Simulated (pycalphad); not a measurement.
Source of the numbers: pycalphad with the COST 507 light-alloy database (1999); pressure 1 atm. The database dates from 1999; later assessments differ in places, in temperatures and in the compounds included. Not assessed as a whole: an extrapolation from subsystems, which can miss ternary compounds. Kinetics are ignored, which matters at the lower temperatures.

Molar enthalpy of Al-0.26Fe-0.09Si-0.28Mn (at.%) in equilibrium (SER reference):

| T (°C) | H (kJ/mol) | phases |
|---|---|---|
| 1577 | 57.59 | liquid |
| 1502 | 55.21 | liquid |
| 1427 | 52.82 | liquid |
| 1352 | 50.43 | liquid |
| 1277 | 48.05 | liquid |
| 1202 | 45.66 | liquid |
| 1127 | 43.28 | liquid |
| 1052 | 40.89 | liquid |
| 977 | 38.51 | liquid |
| 902 | 36.12 | liquid |
| 827 | 33.74 | liquid |
| 752 | 31.36 | liquid |
| 677 | 28.98 | liquid |
| 602 | 15.61 | fcc + AL6MN + AL13FE4 |
| 527 | 13.19 | fcc + AL6MN |
| 452 | 10.90 | fcc + AL6MN + ALMNSI_ALPHA |
| 377 | 8.69 | fcc + AL6MN + ALMNSI_ALPHA |
| 302 | 6.55 | fcc + AL6MN + ALMNSI_ALPHA + ALFESI_BETA |
| 227 | 4.49 | fcc + AL6MN + ALMNSI_ALPHA + ALFESI_BETA |

Cooling from 677 °C to 602 °C, across the freezing range, releases 13.4 kJ/mol, or 493 J/g. The slope is 32 J/(mol K) in the liquid and 32 J/(mol K) just below the solidus, where it includes any heat of precipitation. Liquidus 657 °C, solidus 649 °C. Changes were sought between steps of 75 K, so a narrower field can be missed.

Database names, with the compositions (at.%) that they take in these runs: AL6MN: Al 86 Fe 7 Mn 6; AL13FE4: Al 76 Fe 21 Mn 2; ALMNSI_ALPHA: Al 71 Mn 17 Si 11; ALFESI_BETA: Al 70 Fe 15 Si 15.
